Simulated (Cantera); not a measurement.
**Thermodynamics of silicon nitride deposition, feed SiCl4 + NH3 + N2**

A closed system holds: 1 mol SiCl4, 4.8 mol NH3, 3.3 mol N2, at 8600 Pa.

Equilibrium computed with Cantera from the NASA thermochemical tables; the gas is ideal and each condensed phase is pure. Candidate condensed phases: NH4Cl, Si, Si3N4; 28 gas species. The tables' values for SiCl3, SiCl are old estimates; treat these amounts as uncertain. Gases not in the tables: Si2H6 and higher silanes. Kinetics and transport are ignored.

```tsv
T (°C)	log p H2	log p N2	log p HCl	log p SiCl2	log p SiCl3	log p H	log p SiCl4	n Si3N4(s)
1275	-1.48	-1.51	-1.69	-2.98	-3.66	-5.25	-3.89	0.254
1325	-1.48	-1.50	-1.71	-2.77	-3.61	-5.01	-4.05	0.219
1375	-1.47	-1.50	-1.75	-2.60	-3.60	-4.79	-4.25	0.174
1425	-1.46	-1.49	-1.80	-2.47	-3.63	-4.57	-4.49	0.124
1475	-1.46	-1.49	-1.86	-2.36	-3.69	-4.37	-4.76	0.0723
1525	-1.45	-1.48	-1.92	-2.28	-3.77	-4.18	-5.04	0.0215
1575	-1.45	-1.48	-1.94	-2.25	-3.86	-4.00	-5.29	0
1625	-1.45	-1.48	-1.94	-2.25	-3.94	-3.83	-5.50	0
1675	-1.45	-1.48	-1.94	-2.25	-4.03	-3.67	-5.70	0
```
log p: log10 of the partial pressure in bar; n: condensed amount in mol.

From 1275 °C to 1525 °C the condensed part is Si3N4(s). From 1575 °C to 1675 °C nothing is condensed. The main Si-bearing gas is SiCl2 throughout.
